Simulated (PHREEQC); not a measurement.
0.018 g of hydrous ferric oxide (600 m²/g; 0.2 weak and 0.005 strong sites per Fe, Dzombak-Morel constants, diffuse double layer) in 1 kg of water with 0.01 mol/kgw of an inert sodium salt and 0.0004 mmol/kgw CaCl2 and 0.00092 mmol/kgw CuCl2, at 25 °C; the pH is set by adding NaOH or the inert anion's acid. O2 is buffered at 0.21 atm. CO2 from the air is kept out. Nothing may precipitate in this run.

Model: ion-association model, wateq4f.dat, run in PHREEQC.

| pH | Ca sorbed (%) | Cu sorbed (%) | surface charge σ (C/m²) | surface potential ψ (mV) |
|---|---|---|---|---|
| 4 | 0.0 | 0.2 | 0.216 | 185 |
| 4.67 | 0.0 | 2.8 | … | 164 |
| 5.33 | 0.0 | 25.7 | 0.088 | 140 |
| 6 | 0.0 | 77.9 | 0.051 | 112 |
| 6.67 | 0.0 | 97.5 | 0.026 | 80 |
| 7.33 | 0.1 | 99.2 | 0.012 | 45 |
| 8 | 1.2 | 99.2 | … | 8 |
| 8.67 | 16.7 | … | -0.007 | … |
| 9.33 | … | 98.7 | -0.018 | -63 |
| 10 | 97.1 | … | -0.038 | -96 |
| 10.67 | 99.7 | 97.3 | -0.070 | -127 |
| 11.33 | 100.0 | … | -0.124 | … |
| 12 | 100.0 | 82.3 | -0.219 | -166 |

What belongs in the gaps?


- 4.67, surface charge σ (C/m²): 0.143
- 8, surface charge σ (C/m²): 0.002
- 8.67, Cu sorbed (%): 99.1
- 8.67, surface potential ψ (mV): -28
- 9.33, Ca sorbed (%): 71.2
- 10, Cu sorbed (%): 98.2
- 11.33, Cu sorbed (%): 94.8
- 11.33, surface potential ψ (mV): -151

The database's constant for dissolved Cu(OH)2 is higher than later reviews accept.
